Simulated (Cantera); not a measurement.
Source: NASA polynomial tables (part measured, part estimated), evaluated in Cantera. Values are per mole of reaction as written; species without (g) are pure solids or liquids, kept so even where they would boil at 1 bar. TiC: taken at fixed stoichiometry.

2 TiC + 3 H₂(g) → 2 Ti + 2 CH₃(g), with ΔH° = 662.0 kJ and ΔS° = 8.8 J/K at 300 K.

### Question
How far is the shortcut ΔG° ≈ ΔH°(300 K) − T·ΔS°(300 K) from the full temperature-dependent value at 648, 848, 1048, 1248, 1448, 1648, 1848, 2048, 2248, 2448, 2648 K?

### Answer
```tsv
T (K)	shortcut (kJ)	full (kJ)	difference (kJ)	difference in log10 K	condensed phases
648	656.2	661.0	-4.7	0.38	TiC(s), Ti(α)
848	654.5	664.7	-10.3	0.63	TiC(s), Ti(α)
1048	652.7	669.4	-16.7	0.83	TiC(s), Ti(α)
1248	651.0	673.6	-22.7	0.95	TiC(s), Ti(β)
1448	649.2	677.5	-28.3	1.02	TiC(s), Ti(β)
1648	647.4	681.5	-34.0	1.08	TiC(s), Ti(β)
1848	645.7	685.5	-39.8	1.13	TiC(s), Ti(β)
2048	643.9	687.8	-43.9	1.12	TiC(s), Ti(l)
2248	642.1	688.4	-46.2	1.07	TiC(s), Ti(l)
2448	640.4	688.6	-48.2	1.03	TiC(s), Ti(l)
2648	638.6	688.7	-50.1	0.99	TiC(s), Ti(l)
```
The shortcut ignores heat capacities and the phase changes listed.
